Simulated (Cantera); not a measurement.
Input (Python, Cantera) and output of one run.

```python
import numpy as np
import cantera as ct

gas_names = """
    F FO FO2 F2 F2O H HF HOF HO2 H2 H2F2 H2O H2O2 H3F3 H4F4 H5F5 H6F6 H7F7 Mg MgF MgF2 MgH MgO MgOH
    MgO2H2 Mg2 Mg2F4 O OH O2 O3
""".split()
cond_names = """
    H2O(s) H2O(L) Mg(cr) Mg(L) MgF2(s) MgF2(L) MgO(s) MgO(L) MgO2H2(s)
""".split()


def load(file, names, dense=False):
    # The tables refer to 1 bar. Condensed volumes are neglected.
    table = {s.name: s for s in ct.Species.list_from_file(file)}
    out = []
    for n in names:
        d = dict(table[n].input_data)
        d["thermo"] = dict(d["thermo"], **{"reference-pressure": 1e5})
        if dense:
            d["equation-of-state"] = {"model": "constant-volume", "density": "1e6 g/cm^3"}
        out.append(ct.Species.from_dict(d))
    return out


gas = ct.Solution(thermo="ideal-gas", species=load("nasa_gas.yaml", gas_names))
cond = {s.name: ct.Solution(thermo="fixed-stoichiometry", species=[s], name=s.name)
        for s in load("nasa_condensed.yaml", cond_names, dense=True)}
atoms = {
    'MgO': {'Mg': 1, 'O': 1},
    'HF': {'H': 1, 'F': 1},
    'H2': {'H': 2},
}
top_T = {}  # K; cautious upper limits of use, not melting points


def equilibrate(T, P, feed):
    n = {}
    for name, mol in feed.items():
        for a, k in atoms[name].items():
            n[a] = n.get(a, 0.0) + k * mol
    gas.TPX = T, P, n
    mass = sum(n.values()) * gas.mean_molecular_weight
    gas.equilibrate("TP")
    valid = [c for c in cond.values() if c.min_temp <= T <= top_T.get(c.name, c.max_temp)]
    mix = ct.Mixture([(gas, mass / gas.mean_molecular_weight)] + [(c, 0.0) for c in valid])
    mix.T, mix.P = T, P
    mix.equilibrate("TP", solver="vcs", rtol=1e-11, max_steps=5000)
    return mix


results = []
feed = {'MgO': 1, 'HF': 30, 'H2': 11}  # mol
P = 7300  # Pa
for T in [1148, 1223, 1298, 1373, 1448, 1523, 1598, 1673, 1748]:
    mix = equilibrate(T, P, feed)
    results.append((T, P, feed, dict(zip(mix.species_names, mix.species_moles))))
    x = sorted(zip(gas.X, gas.species_names), reverse=True)
    print(f"T = {T:g} K  P = {P:g} Pa  gas = {mix.phase_moles(0):.4g} mol")
    print("   x: " + "  ".join(f"{s} {v:.3e}" for v, s in x if v > 1e-05))
    print("   condensed (mol): " + ("  ".join(f"{mix.phase(i).name} {mix.phase_moles(i):.4g}"
          for i in range(1, mix.n_phases) if mix.phase_moles(i) > 1e-12) or "none"))
```

Result:

```
T = 1148 K  P = 7300 Pa  gas = 40 mol
   x: HF 7.000e-01  H2 2.750e-01  H2O 2.500e-02
   condensed (mol): MgF2(s) 1
T = 1223 K  P = 7300 Pa  gas = 40 mol
   x: HF 7.000e-01  H2 2.750e-01  H2O 2.500e-02
   condensed (mol): MgF2(s) 1
T = 1298 K  P = 7300 Pa  gas = 40 mol
   x: HF 7.000e-01  H2 2.750e-01  H2O 2.500e-02
   condensed (mol): MgF2(s) 0.9997
T = 1373 K  P = 7300 Pa  gas = 40 mol
   x: HF 7.000e-01  H2 2.750e-01  H2O 2.500e-02  MgF2 4.781e-05
   condensed (mol): MgF2(s) 0.9981
T = 1448 K  P = 7300 Pa  gas = 40.01 mol
   x: HF 6.998e-01  H2 2.749e-01  H2O 2.499e-02  MgF2 2.597e-04  H 1.789e-05
   condensed (mol): MgF2(s) 0.9896
T = 1523 K  P = 7300 Pa  gas = 40.05 mol
   x: HF 6.992e-01  H2 2.746e-01  H2O 2.497e-02  MgF2 1.185e-03  H 4.483e-05
   condensed (mol): MgF2(s) 0.9525
T = 1598 K  P = 7300 Pa  gas = 40.16 mol
   x: HF 6.972e-01  H2 2.739e-01  H2O 2.490e-02  MgF2 3.889e-03  H 1.031e-04
   condensed (mol): MgF2(L) 0.8435
T = 1673 K  P = 7300 Pa  gas = 40.45 mol
   x: HF 6.922e-01  H2 2.718e-01  H2O 2.472e-02  MgF2 1.097e-02  H 2.198e-04  MgF 2.241e-05
   condensed (mol): MgF2(L) 0.5549
T = 1748 K  P = 7300 Pa  gas = 41.01 mol
   x: HF 6.829e-01  H2 2.679e-01  H2O 2.438e-02  MgF2 2.425e-02  H 4.377e-04  MgF 9.588e-05  Mg2F4 1.254e-05
   condensed (mol): none
```

These are equilibrium values from Cantera (NASA tables, ideal gas, pure condensed phases), not measurements of a reactor.
